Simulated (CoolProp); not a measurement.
The numbers come from the reference Helmholtz-energy equation of state, Lemmon 2009 in CoolProp.

Question: For propane, give the phase and the Z, cp (kJ/(kg K)), isothermal compressibility (1/MPa), expansivity (1/kK) at 210.25 °C and 5.47 MPa.

Answer: 
- 210.25 °C and 5.47 MPa: supercritical; Z 0.818, cp 2.83, isothermal compressibility 0.222, expansivity 4.06
